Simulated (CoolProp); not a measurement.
Properties of cis-2-butene along the isobar 1.24 MPa.

Model: reference Helmholtz-energy equation of state, Lemmon 2005, in CoolProp. It is a short technical equation, of lower accuracy than the large ones.

```csv
T (K),phase,cp (kJ/(kg K)),cv (kJ/(kg K)),speed of sound (m/s),isothermal compressibility (1/MPa)
266.8,liquid,2.120,1.436,1159,0.001684
290.3,liquid,2.205,1.494,1030,0.002224
313.8,liquid,2.313,1.560,901.1,0.003053
337.3,liquid,2.451,1.634,771.1,0.004449
360.7,liquid,2.642,1.714,635.8,0.007173
384.2,gas,2.084,1.728,210.7,1.022
407.7,gas,2.074,1.784,225.1,0.9585
431.1,gas,2.106,1.854,237.2,0.9212
454.6,gas,2.158,1.928,247.9,0.8963
478.1,gas,2.220,2.005,257.5,0.8786
501.5,gas,2.285,2.082,266.4,0.8655
525,gas,2.353,2.159,274.7,0.8554
```
